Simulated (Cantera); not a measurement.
A Cantera script and its output.

```python
import numpy as np
import cantera as ct

gas = ct.Solution("gri30.yaml")
gas.TPX = 1525, 100000, {'CH4': 1, 'H2': 1.4}
reactor = ct.IdealGasConstPressureReactor(gas, energy="off", clone=False)
net = ct.ReactorNet([reactor])
net.rtol, net.atol = 1e-08, 1e-18
show = ['CH4', 'H2', 'H', 'C2H4', 'C2H6', 'CH2']
times = np.geomspace(3e-06, 2, 15)

steps = ct.SolutionArray(gas, extra=["t"])
rows = []
print(f"{'t/s':>10s}{'T/K':>9s}{'P/Pa':>11s}" + "".join(f"{s:>11s}" for s in show))
for t in times:
    while net.time < t:
        t_next = net.step()
        steps.append(gas.state, t=t_next)
    rows.append([np.interp(t, steps.t, y) for y in (steps.T, steps.P, *steps(*show).X.T)])
    print(f"{t:10.3e}{rows[-1][0]:9.1f}{rows[-1][1]:11.4g}" + "".join(f"{x:11.3e}" for x in rows[-1][2:]))
rate = np.gradient(steps.T, steps.t)
print("integrator steps:", len(steps.t))
if steps.T.max() > steps.T[0] + 200:
    print(f"time of steepest temperature rise: {steps.t[rate.argmax()]:.4e} s")
gas.TPX = 1525, 100000, {'CH4': 1, 'H2': 1.4}
gas.equilibrate("TP")
print(f"equilibrium (TP): T = {gas.T:.1f} K  " + "  ".join(f"{s} {gas[s].X[0]:.3e}" for s in show))
```

It prints:

```
       t/s      T/K       P/Pa        CH4         H2          H       C2H4       C2H6        CH2
 3.000e-06   1525.0      1e+05  4.167e-01  5.833e-01  1.851e-07  6.359e-12  9.312e-11  3.477e-13
 7.818e-06   1525.0      1e+05  4.167e-01  5.833e-01  4.244e-07  1.679e-10  1.708e-09  2.829e-12
 2.038e-05   1525.0      1e+05  4.166e-01  5.833e-01  1.044e-06  3.563e-09  3.055e-08  2.053e-11
 5.310e-05   1525.0      1e+05  4.166e-01  5.833e-01  2.593e-06  6.616e-08  5.180e-07  1.352e-10
 1.384e-04   1525.0      1e+05  4.165e-01  5.834e-01  5.733e-06  1.068e-06  7.260e-06  6.729e-10
 3.607e-04   1525.0      1e+05  4.164e-01  5.834e-01  8.685e-06  1.200e-05  5.277e-05  1.542e-09
 9.399e-04   1525.0      1e+05  4.159e-01  5.836e-01  1.032e-05  8.667e-05  1.603e-04  2.164e-09
 2.449e-03   1525.0      1e+05  4.148e-01  5.843e-01  1.152e-05  4.329e-04  2.593e-04  2.678e-09
 6.384e-03   1525.0      1e+05  4.117e-01  5.862e-01  1.180e-05  1.323e-03  2.763e-04  2.770e-09
 1.664e-02   1525.0      1e+05  4.034e-01  5.913e-01  1.197e-05  2.608e-03  2.696e-04  2.745e-09
 4.336e-02   1525.0      1e+05  3.826e-01  6.046e-01  1.234e-05  3.727e-03  2.473e-04  2.653e-09
 1.130e-01   1525.0      1e+05  3.371e-01  6.339e-01  1.321e-05  5.290e-03  2.010e-04  2.443e-09
 2.945e-01   1525.0      1e+05  2.584e-01  6.843e-01  1.507e-05  8.460e-03  1.384e-04  2.107e-09
 7.674e-01   1525.0      1e+05  1.707e-01  7.405e-01  1.832e-05  1.272e-02  9.371e-05  1.785e-09
 2.000e+00   1525.0      1e+05  1.319e-01  7.653e-01  2.069e-05  1.482e-02  8.249e-05  1.668e-09
integrator steps: 757
equilibrium (TP): T = 1525.0 K  CH4 1.297e-01  H2 7.667e-01  H 2.086e-05  C2H4 1.495e-02  C2H6 8.201e-05  CH2 1.662e-09
```

Computed with Cantera and GRI-Mech 3.0 (53 species, 325 reactions). GRI-Mech 3.0 stops at C3 and has no aromatics, soot or wall deposition, so with more carbon than oxygen in the feed, carbon stays in small species such as C2H2 where larger ones or solid carbon would form.
